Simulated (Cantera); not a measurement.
Cantera run:

```python
import numpy as np
import cantera as ct

gas_names = """
    CL CL2 H HCL H2 Si SiCL SiCL2 SiCL3 SiCL4 SiH SiHCL3 SiH2 SiH2CL2 SiH3 SiH3CL SiH4 Si2 Si3
""".split()
cond_names = """
    Si(cr) Si(L)
""".split()


# ... load() reads the species with a 1 bar reference pressure and builds the phases ...
atoms = {
    'Si3H8': {'Si': 3, 'H': 8},
    'HCl': {'H': 1, 'CL': 1},
    'H2': {'H': 2},
}
top_T = {}  # K; cautious upper limits of use, not melting points


# ... equilibrate(T, P, feed) seeds the gas with the atoms and calls Mixture.equilibrate('TP', solver="vcs", rtol=1e-11, max_steps=5000) ...
results = []
feed = {'Si3H8': 1, 'HCl': 0.38, 'H2': 7}  # mol
P = 11000  # Pa
for T in [923, 973, 1023, 1073, 1123, 1173, 1223, 1273, 1323, 1373, 1423, 1473]:
    mix = equilibrate(T, P, feed)
    results.append((T, P, feed, dict(zip(mix.species_names, mix.species_moles))))

top = {s: max(r[3][s] / sum(r[3][g] for g in gas_names) for r in results) for s in gas_names}
cols = sorted((s for s in top if top[s] > 0.0001), key=lambda s: -top[s])[:8]
seen = [c for c in cond_names if any(r[3].get(c, 0) > 1e-12 for r in results)]
print("log10 of partial pressures in bar; condensed amounts in mol")
print(f"{'T/K':>10s}" + "".join(f"{s[:9]:>10s}" for s in cols + seen))
for T, P, feed, n in results:
    ng = sum(n[g] for g in gas_names)
    print(f"{T:10.4g}" + "".join(f"{np.log10(max(n[s] / ng * P / 1e5, 1e-99)):10.3f}" for s in cols)
          + "".join(f"{n.get(c, 0):10.4g}" for c in seen))
```

Result:

```
log10 of partial pressures in bar; condensed amounts in mol
       T/K        H2       HCL     SiCL4    SiHCL3     SiCL2     SiCL3   SiH2CL2    Si(cr)
       923    -0.964    -3.283    -3.303    -3.432    -5.444    -5.176    -4.571     2.907
       973    -0.965    -3.090    -3.352    -3.477    -5.009    -4.909    -4.584     2.915
      1023    -0.966    -2.925    -3.429    -3.543    -4.634    -4.693    -4.612     2.925
      1073    -0.968    -2.787    -3.545    -3.637    -4.318    -4.534    -4.662     2.937
      1123    -0.969    -2.679    -3.717    -3.773    -4.064    -4.438    -4.741     2.948
      1173    -0.970    -2.601    -3.960    -3.961    -3.875    -4.415    -4.856     2.958
      1223    -0.971    -2.553    -4.275    -4.203    -3.749    -4.463    -5.007     2.965
      1273    -0.972    -2.528    -4.641    -4.483    -3.672    -4.565    -5.184     2.969
      1323    -0.972    -2.517    -5.028    -4.778    -3.625    -4.695    -5.372      2.97
      1373    -0.972    -2.512    -5.410    -5.069    -3.594    -4.835    -5.557     2.971
      1423    -0.972    -2.511    -5.777    -5.348    -3.571    -4.973    -5.736      2.97
      1473    -0.972    -2.512    -6.125    -5.612    -3.554    -5.106    -5.904      2.97
```

Equilibrium computed with Cantera from the NASA thermochemical tables; the gas is ideal and each condensed phase is pure. The feed counts by its element totals alone. The tables' values for SiCl3 are old estimates; treat these amounts as uncertain.
